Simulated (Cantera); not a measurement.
Standard-state values (1 bar) from the NASA 1993 polynomials, evaluated with Cantera. Values are per mole of reaction as written; species without (g) are pure solids or liquids, kept so even where they would boil at 1 bar.

Q: Between 300 and 1498 K, where is each reaction favourable under standard conditions?
- PbCl2(g) + 2 H(g) + F2(g) ⇌ 2 HCl(g) + PbF2

A: 
- PbCl2(g) + 2 H(g) + F2(g) ⇌ 2 HCl(g) + PbF2: ΔG° is -1045 kJ at 300 K and -759 kJ at 1498 K; it stays negative (K > 1). ΔH° is -1075 kJ and ΔS° -211 J/K at 1498 K.
